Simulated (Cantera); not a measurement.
Cantera run, input and output.

```python
import numpy as np
import cantera as ct

surf = ct.Interface("ptcombust.yaml", "Pt_surf")
gas = surf.adjacent["gas"]
gas.TPX = 725, 150000, {'CO': 0.024, 'O2': 0.061, 'N2': 0.79}
surf.TP = 725, 150000
reactor = ct.FlowReactor(gas, clone=False)
reactor.area = 0.0001  # m2
reactor.surface_area_to_volume_ratio = 110  # 1/m
reactor.mass_flow_rate = 0.1 * reactor.area * gas.density  # inlet velocity 0.1 m/s
reactor.energy_enabled = False
wall = ct.ReactorSurface(surf, reactor, clone=False)
net = ct.ReactorNet([reactor])
net.rtol, net.atol = 1e-8, 1e-16
show, cover = ['CO', 'O2', 'H2O', 'CO2'], ['PT(S)', 'H(S)', 'O(S)', 'OH(S)', 'CO(S)', 'C(S)']

rows = []
print(f"{'z/m':>9s}{'u/(m/s)':>9s}" + "".join(f"{s:>13s}" for s in show + cover))
for z in [0.00045, 0.00098, 0.0021, 0.0045, 0.0098, 0.021, 0.045]:
    net.advance(z)
    rows.append([reactor.speed, *gas[show].X, *surf[cover].coverages])
    print(f"{z:9.4g}{rows[-1][0]:9.3g}" + "".join(f"{x:13.4e}" for x in rows[-1][1:]))
```

It prints:

```
      z/m  u/(m/s)           CO           O2          H2O          CO2        PT(S)         H(S)         O(S)        OH(S)        CO(S)         C(S)
  0.00045      0.1   2.6656e-02   6.9350e-02  -1.0997e-31   7.8301e-04   3.6073e-02   3.3232e-22   5.6380e-03   1.7824e-18   9.5829e-01   3.0713e-12
  0.00098   0.0999   2.5718e-02   6.8908e-02   6.8251e-30   1.7341e-03   3.6800e-02   2.4917e-22   5.8359e-03   1.4805e-18   9.5736e-01   3.0241e-12
   0.0021   0.0998   2.3618e-02   6.7917e-02   1.1744e-28   3.8640e-03   3.8604e-02   6.4572e-21   6.3451e-03   8.0084e-18   9.5505e-01   2.9107e-12
   0.0045   0.0995   1.8318e-02   6.5418e-02   2.5709e-27   9.2370e-03   4.4692e-02  -3.0129e-23   8.2603e-03   6.4207e-18   9.4705e-01   2.5668e-12
   0.0098   0.0987   2.0377e-03   5.7740e-02   3.6400e-29   2.5744e-02   1.9832e-02   4.0828e-25   9.7932e-01   8.1985e-19   8.5150e-04   8.6380e-18
    0.021   0.0987   7.4027e-04   5.7128e-02   2.3184e-29   2.7059e-02   1.4595e-02  -5.3505e-25   9.8524e-01  -1.0732e-18   1.6656e-04   1.2360e-18
    0.045   0.0986   1.5536e-04   5.6852e-02  -1.9979e-28   2.7652e-02   1.3308e-02   4.8989e-24   9.8666e-01   1.3932e-17   2.9024e-05   1.9610e-19
```

Model: Deutschmann's 1995 Pt surface mechanism with GRI-Mech 3.0 gas chemistry, integrated in Cantera. Catalytic surfaces can have several steady states; this one follows from the mechanism file's or the stated starting coverage. Mass transfer to the wall is taken as infinitely fast.
